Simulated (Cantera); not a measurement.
An isothermal, constant-pressure homogeneous reactor starts with CO : O2 : H2O : N2 = 0.01 : 0.027 : 0.00045 : 1 (molar parts), at 998 K and 100.0 Torr. Integrator tolerance rtol = 1e-08.

Model: GRI-Mech 3.0 (53 species, 325 reactions), integrated in Cantera.

What does this change do: temperature 998 to 1375 K?


| quantity | before | after |
|---|---|---|
| x(CO) at 10.0 s | 1.75e-5 (gas-phase equilibrium 1.04e-11) | 3.69e-7 (gas-phase equilibrium 1.16e-7) |
| x(O2) at 10.0 s | 0.0213 (gas-phase equilibrium 0.0213) | 0.0213 (gas-phase equilibrium 0.0212) |
| x(H2O) at 10.0 s | 0.000436 (gas-phase equilibrium 0.000436) | 0.000435 (gas-phase equilibrium 0.000435) |
| x(NO) at 10.0 s | 6.69e-8 (gas-phase equilibrium 1.09e-5) | 4.13e-6 (gas-phase equilibrium 0.000222) |
| x(H2O2) at 10.0 s | 5.84e-10 (gas-phase equilibrium <1e-12) | 5.97e-12 (gas-phase equilibrium 2.19e-12) |
| x(NO2) at 10.0 s | 1.69e-9 (gas-phase equilibrium 6.87e-8) | 4.68e-9 (gas-phase equilibrium 2.09e-7) |
| x(O) at 10.0 s | 8.37e-7 (gas-phase equilibrium 5.95e-11) | 7.04e-7 (gas-phase equilibrium 2.55e-7) |
